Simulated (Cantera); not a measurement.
Charge: 1 mol CH3Cl, 0.054 mol CH4, 3.2 mol H2, 0.44 mol F2, at 750 K and 1.00 Torr.

Cantera equilibrium calculation (NASA polynomials, part measured and part estimated; ideal gas, pure solids and liquids). Candidate condensed phases: C, C6H6, C7H8, C8H18; 118 gas species. Rates play no part.

Base state: H2 0.670, HCl 0.174, HF 0.153, CH4 0.00191 (mole fractions); condensed: C(graphite).

Problem. What changes in the equilibrium state with this change: CH3Cl replaced by C2F6?

Solution. 
```csv
species,before,after
HF,0.153,0.990
CF4,<1e-9,0.00988
H2,0.670,<1e-9
HCl,0.174,0
CH4,0.00191,<1e-9
"C(graphite), mol",1.04,1.99
```
The feed counts by its element totals alone. Condensed phases not in the tables: fluorocarbon polymer. Gases not in the tables: C2F6 and larger saturated fluorocarbons.

Problem. What changes in the equilibrium state with this change: F2 from 0.44 to 2.5 mol?

Solution. 
| species | before | after |
|---|---|---|
| HF | 0.153 | 0.641 |
| H2 | 0.670 | 0.231 |
| HCl | 0.174 | 0.128 |
| CH4 | 0.00191 | 0.000228 |
| C(graphite), mol | 1.04 | 1.05 |

Problem. What changes in the equilibrium state with this change: F2 from 0.44 to 0.066 mol?

Solution. 
```tsv
species	before	after
H2	0.670	0.786
HCl	0.174	0.187
HF	0.153	0.0246
CH4	0.00191	0.00263
C(graphite), mol	1.04	1.04
```
